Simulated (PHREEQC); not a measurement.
A solution holds 170 mmol/kgw HF, 100 mmol/kgw NH4F and 0.44 mmol/kgw (NH4)2SiF6, at 25 °C and 100 atm. Closed to the air; pH follows from the charge balance.

Model: ion-association model with the Debye-Hückel limiting law, phreeqc.dat, run in PHREEQC.

**Question.** The ionic strength comes out as 0.104 mol/kgw. What activity coefficients do SiF6-2, H+, NH4+, F-, HF2- get?

**Answer.** SiF6-2 0.22, H+ 0.69, NH4+ 0.69, F- 0.69, HF2- 0.69.

Precipitation was switched off in this run. Under pressure, the constants of complexes without a molar volume in the database are unreliable. SiF6-2 is the database's only silicon fluoride.
